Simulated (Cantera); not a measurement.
What does this Cantera script print?

```python
import numpy as np
import cantera as ct

gas = ct.Solution("gri30.yaml")
gas.TPX = 1250, 99000, {'H2': 0.54, 'O2': 1, 'N2': 5.3}
reactor = ct.IdealGasConstPressureReactor(gas, energy="off", clone=False)
net = ct.ReactorNet([reactor])
net.rtol, net.atol = 1e-08, 1e-18
show = ['H2', 'O2', 'NO', 'H', 'HO2', 'N2O']
times = np.geomspace(4e-06, 50, 10)

steps = ct.SolutionArray(gas, extra=["t"])
rows = []
print(f"{'t/s':>10s}{'T/K':>9s}{'P/Pa':>11s}" + "".join(f"{s:>11s}" for s in show))
for t in times:
    while net.time < t:
        t_next = net.step()
        steps.append(gas.state, t=t_next)
    rows.append([np.interp(t, steps.t, y) for y in (steps.T, steps.P, *steps(*show).X.T)])
    print(f"{t:10.3e}{rows[-1][0]:9.1f}{rows[-1][1]:11.4g}" + "".join(f"{x:11.3e}" for x in rows[-1][2:]))
rate = np.gradient(steps.T, steps.t)
print("integrator steps:", len(steps.t))
if steps.T.max() > steps.T[0] + 200:
    print(f"time of steepest temperature rise: {steps.t[rate.argmax()]:.4e} s")
gas.TPX = 1250, 99000, {'H2': 0.54, 'O2': 1, 'N2': 5.3}
gas.equilibrate("TP")
print(f"equilibrium (TP): T = {gas.T:.1f} K  " + "  ".join(f"{s} {gas[s].X[0]:.3e}" for s in show))
```

It prints:

```
       t/s      T/K       P/Pa         H2         O2         NO          H        HO2        N2O
 4.000e-06   1250.0    9.9e+04  7.895e-02  1.462e-01  3.526e-19  9.607e-09  8.628e-09  2.544e-15
 2.458e-05   1250.0    9.9e+04  7.893e-02  1.462e-01  1.339e-14  5.766e-06  1.018e-06  3.470e-12
 1.511e-04   1250.0    9.9e+04  9.493e-04  1.108e-01  3.431e-06  3.321e-04  3.744e-05  1.569e-07
 9.283e-04   1250.0    9.9e+04  2.211e-05  1.111e-01  3.373e-06  8.484e-07  2.438e-06  2.018e-07
 5.705e-03   1250.0    9.9e+04  5.658e-07  1.111e-01  3.390e-06  1.311e-08  1.634e-07  2.107e-07
 3.506e-02   1250.0    9.9e+04  4.879e-08  1.111e-01  3.429e-06  5.751e-10  2.380e-08  2.100e-07
 2.154e-01   1250.0    9.9e+04  1.063e-08  1.111e-01  3.431e-06  6.349e-11  1.268e-08  1.799e-07
 1.324e+00   1250.0    9.9e+04  8.637e-09  1.111e-01  3.426e-06  4.567e-11  1.283e-08  6.857e-08
 8.136e+00   1250.0    9.9e+04  8.605e-09  1.111e-01  3.426e-06  4.537e-11  1.283e-08  1.435e-08
 5.000e+01   1250.0    9.9e+04  8.605e-09  1.111e-01  3.427e-06  4.537e-11  1.283e-08  1.429e-08
integrator steps: 1561
equilibrium (TP): T = 1250.0 K  H2 8.609e-09  O2 1.110e-01  NO 2.087e-04  H 4.538e-11  HO2 1.282e-08  N2O 1.429e-08
```

Model: GRI-Mech 3.0 (53 species, 325 reactions), integrated in Cantera. The temperature is held fixed by assumption; the heat of reaction is taken as removed at once.
